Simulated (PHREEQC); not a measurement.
Consider water at 25 °C with 0.12 mol/kgw CaCl2 and 0.3 mol/kgw Na2SO4. Closed to the air; pH follows from the charge balance.

Equilibrium calculation in PHREEQC: ion-association model, wateq4f.dat.

```json
{
  "ionic_strength": "0.861 mol/kgw",
  "activity_of_water": "0.981"
}
```

```json
[
 {"species": "Na+", "molality": "0.525", "activity": "0.373", "log γ": "-0.149"},
 {"species": "Cl-", "molality": "0.240", "activity": "0.146", "log γ": "-0.216"},
 {"species": "SO4-2", "molality": "0.163", "activity": "0.0267", "log γ": "-0.784"},
 {"species": "NaSO4-", "molality": "0.0753", "activity": "0.0499", "log γ": "-0.179"},
 {"species": "CaSO4", "molality": "0.0622", "activity": "0.0759", "log γ": "0.086"},
 {"species": "Ca+2", "molality": "0.0578", "activity": "0.0142", "log γ": "-0.608"},
 {"species": "OH-", "molality": "2.88e-7", "activity": "1.70e-7", "log γ": "-0.229"}
]
```

This is a speciation only: nothing precipitates in the calculation. Examples of supersaturated solids here: Gypsum. Others may be too. Ionic strength above about 0.7 mol/kgw puts this run outside the model's range.
